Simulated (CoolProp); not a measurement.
Model: reference Helmholtz-energy equation of state, Lemmon 2016, in CoolProp.

Q: For R365MFC, give the phase and the Z, cp (kJ/(kg K)), cv (kJ/(kg K)), expansivity (1/kK) at 471.9 K and 0.819 MPa; 483.1 K and 0.819 MPa.

A: 
- 471.9 K and 0.819 MPa: gas; Z 0.912, cp 1.32, cv 1.23, expansivity 2.84
- 483.1 K and 0.819 MPa: gas; Z 0.919, cp 1.33, cv 1.25, expansivity 2.71
